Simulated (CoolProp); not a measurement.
Propylene along the isotherm -84.85 °C: fugacity coefficient from the reference equation and from simpler models built on Tc = 91.1 °C, pc = 4.555 MPa, ω = 0.146; each cubic takes its own stable root.

The numbers come from the reference Helmholtz-energy equation of state, Lemmon 2013 in CoolProp.

```
p (MPa)   phase  reference
-------  ------  ---------
0.036    liquid     0.3486
0.0561   liquid     0.2239
0.0873   liquid     0.1440
0.136    liquid    0.09265
0.212    liquid    0.05962
0.33     liquid    0.03849
0.513    liquid    0.02495
0.799    liquid    0.01621
1.24     liquid    0.01063
1.94     liquid   0.006994
3.02     liquid   0.004696
4.7      liquid   0.003232
7.31     liquid   0.002312
11.4     liquid   0.001750
```

Problem. How far does each simpler model (van der Waals, Peng-Robinson) lie from the reference over these 14 states: mean and median of the absolute difference, and the worst?

Solution. 
- van der Waals: mean 994.5 %, median 1110.5 %, worst +1457.1 % at -84.85 °C and 11.4 MPa
- Peng-Robinson: mean 3.9 %, median 4.2 %, worst +4.4 % at -84.85 °C and 0.036 MPa

At some of these states van der Waals gives the other phase, because its saturation line lies elsewhere.
